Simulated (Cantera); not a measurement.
Input: 1 mol Al, 1.1 mol N2O, 1.2 mol H2, at 875 K and 0.133 bar.

Method: chemical equilibrium by Gibbs-energy minimisation in Cantera with the NASA 1993 tables (ideal gas, pure condensed phases). Candidate condensed phases: Al, AlN, Al2O3, H2O; 35 gas species. Rates play no part.

Base state: H2 0.554, N2 0.446, NH3 5.47e-5 (mole fractions); condensed: AlN(s) + Al2O3(s).

Q: What changes in the equilibrium state with this change: 1.3 mol Cl2 added?

A: 
| species | before | after |
|---|---|---|
| HCl | 0 | 0.520 |
| N2 | 0.446 | 0.317 |
| H2 | 0.554 | 0.0866 |
| AlCl3 | 0 | 0.0758 |
| Al2Cl6 | 0 | 0.000561 |
| NH3 | 5.47e-5 | 2.85e-6 |
| AlN(s), mol | 0.267 | 0 |
| Al2O3(s), mol | 0.367 | 0.367 |
Condensed phases not in the tables: AlOCl. Further candidate phases: AlCl3, NH4Cl.

Q: What changes in the equilibrium state with this change: temperature from 875 K to 1848.15 K?

A: 
| species | before | after |
|---|---|---|
| H2 | 0.554 | 0.553 |
| N2 | 0.446 | 0.446 |
| H | <1e-9 | 0.00108 |
| Al | <1e-9 | 2.78e-5 |
| H2O | 2.18e-8 | 2.13e-5 |
| NH3 | 5.47e-5 | 9.69e-7 |
| AlN(s), mol | 0.267 | 0.267 |
| Al2O3(s), mol | 0.367 | 0.367 |
Mutual solubility and eutectic melting of coexisting phases are not modelled.
